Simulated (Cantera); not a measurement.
A closed system holds: 1 mol C, 0.025 mol O₂, 0.76 mol H₂, equilibrated at 100000 Pa.

These are equilibrium values from Cantera (NASA tables, ideal gas, pure condensed phases), not measurements of a reactor. Candidate condensed phases: C, C₆H₆, C₇H₈, C₈H₁₈, H₂O; 110 gas species. Rates play no part.

log p: log10 of the partial pressure in bar; n: condensed amount in mol.

```
T (K)  log p H₂  log p CH₄  log p H₂O  log p CO  log p CO₂  log p H  log p C₂H₆  n C(graphite)
-----  --------  ---------  ---------  --------  ---------  -------  ----------  -------------
525       -1.53      -0.07      -0.93     -5.37      -2.83     <-12       -5.69          0.650
600       -1.04      -0.10      -0.95     -4.22      -2.67     <-12       -5.40          0.663
675         ___        ___      -0.98       ___        ___     <-12       -5.23          0.691
750       -0.40      -0.30      -1.05     -2.61      -2.47     <-12       -5.20          0.741
825       -0.22      -0.49      -1.16     -2.04      -2.42   -11.21       -5.32          0.806
900       -0.12      -0.75      -1.35     -1.61      -2.48    -9.99       -5.56          0.865
975       -0.07      -1.05      -1.66     -1.36      -2.75    -8.98       -5.87          0.902
1050      -0.05        ___        ___     -1.26        ___      ___         ___          0.922
1125      -0.04      -1.62      -2.46     -1.23      -3.68    -7.37       -6.53          0.934
1200      -0.03      -1.87      -2.83     -1.21      -4.15    -6.72       -6.82          0.940
1275      -0.03      -2.10      -3.18     -1.21      -4.58    -6.15       -7.08          0.944
1350      -0.03      -2.30      -3.48     -1.21      -4.95    -5.64       -7.32          0.946
1425      -0.03      -2.48      -3.76     -1.21      -5.29    -5.18       -7.54          0.947
```

Problem. Complete the blanks.

Solution. 
- 675, log p H₂: -0.67
- 675, log p CH₄: -0.17
- 675, log p CO: -3.32
- 675, log p CO₂: -2.56
- 1050, log p CH₄: -1.34
- 1050, log p H₂O: -2.05
- 1050, log p CO₂: -3.19
- 1050, log p H: -8.12
- 1050, log p C₂H₆: -6.21
